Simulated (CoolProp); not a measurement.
R227EA at 298.15 K and 0.0316 MPa flows at 0.12 m/s in a round tube of 4.6 mm bore and 1.5 µm roughness, fully developed (64/Re and Nu = 3.66 if laminar; Colebrook and Gnielinski if turbulent). Each further row changes one setting.

Model: reference Helmholtz-energy equation of state, Lemmon 2016, in CoolProp.

```csv
case,Reynolds number,Darcy friction factor,pressure drop (Pa/m),heat-transfer coefficient (W/(m² K)),mass flow (kg/h)
as stated,104,?,?,10.6,0.0157
velocity 0.24 m/s,208,0.308,4.21,10.6,?
diameter 9.2 mm,208,0.308,0.526,?,0.0628
```

**Question.** Fill in the missing entries.

**Answer.** 
- as stated, Darcy friction factor: 0.615
- as stated, pressure drop (Pa/m): 2.10
- velocity 0.24 m/s, mass flow (kg/h): 0.0314
- diameter 9.2 mm, heat-transfer coefficient (W/(m² K)): 5.30

Viscosity comes from a separate model (Huber 2003), an estimate that may be off by 10 % or more. Thermal conductivity comes from a separate model (Huber 2003), an estimate that may be off by 10 % or more.
